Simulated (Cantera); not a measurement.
A freely propagating, adiabatic, planar premixed flame of H2 : O2 : N2 = 1 : 0.617 : 2.32 (molar parts), unburnt at 473 K and 5.00 bar; mixture-averaged transport, grid criteria slope 0.08 and curve 0.16, no radiation.

Detailed kinetics in Cantera: the H2/O2 subset of GRI-Mech 3.0, which has no nitrogen chemistry. The hydrogen kinetics of GRI-Mech 3.0 are dated; newer H2 mechanisms differ, most at raised pressure. Burning velocities carry a grid error of a few per cent, more on coarse grids.

What does this change do: H2 1 to 1.3 parts?


```csv
quantity,before,after
laminar burning velocity,293 cm/s,471 cm/s
thermal thickness,0.0551 mm,0.0541 mm
peak x(OH),0.0136,0.0162
peak x(H2O2),0.000124,0.000111
peak x(HO2),0.000979,0.00108
peak x(O),0.00672,0.00733
```

What does this change do: inlet temperature 473 to 425 K?


| quantity | before | after |
|---|---|---|
| laminar burning velocity | 293 cm/s | 228 cm/s |
| thermal thickness | 0.0551 mm | 0.0550 mm |
| peak x(OH) | 0.0136 | 0.0126 |
| peak x(H2O2) | 0.000124 | 0.000143 |
| peak x(HO2) | 0.000979 | 0.000986 |
| peak x(O) | 0.00672 | 0.00598 |
